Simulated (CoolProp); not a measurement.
Computed with CoolProp (reference Helmholtz-energy equation of state, Thol 2014).

**Question.** For diethyl ether, give the phase and the Z, cp (kJ/(kg K)), speed of sound (m/s), expansivity (1/kK) at 405.4 K and 22.6 bar.

**Answer.** 
- 405.4 K and 22.6 bar: liquid; Z 0.0886, cp 2.86, speed of sound 492, expansivity 3.41
